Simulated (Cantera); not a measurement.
Feed: 1 mol Si, 1.9 mol HCl, 0.27 mol H2, at 998.15 K and 0.133 bar.

Equilibrium computed with Cantera from the NASA thermochemical tables; the gas is ideal and each condensed phase is pure. Candidate condensed phases: Si; 19 gas species. The tables' values for SiCl3 are old estimates; treat these amounts as uncertain. The numbers say what is thermodynamically allowed, not how fast it happens.

Base state: H2 0.687, SiCl4 0.233, SiHCl3 0.0550, HCl 0.0202, SiCl3 0.00309, SiH2Cl2 0.00140, SiCl2 0.00100 (mole fractions); condensed: Si(s).

What changes in the equilibrium state with this change: 1 mol CH4 added?


| species | before | after |
|---|---|---|
| H2 | 0.687 | 0.774 |
| HCl | 0.0202 | 0.121 |
| SiCl4 | 0.233 | 0.0922 |
| SiHCl3 | 0.0550 | 0.00408 |
| CH4 | 0 | 0.00779 |
| SiCl2 | 0.00100 | 1.24e-5 |
| SiH2Cl2 | 0.00140 | 1.94e-5 |
| Si(s), mol | 0.507 | 0 |
| C(graphite), mol | 0 | 0.335 |
| SiC(s), mol | 0 | 0.636 |
Further candidate phases: C, C6H6, C7H8, C8H18, SiC.
